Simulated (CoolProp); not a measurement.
Values from CoolProp's reference Helmholtz-energy equation of state, Zhou 2011.

Give the vapour pressure (kPa), liquid density (kg/m³), vapour density (kg/m³) of saturated dimethyl carbonate at 404.5 K.


```json
[
 {"T (K)": "404.5", "p (kPa)": "323", "liquid density (kg/m³)": "913", "vapour density (kg/m³)": "9.26"}
]
```
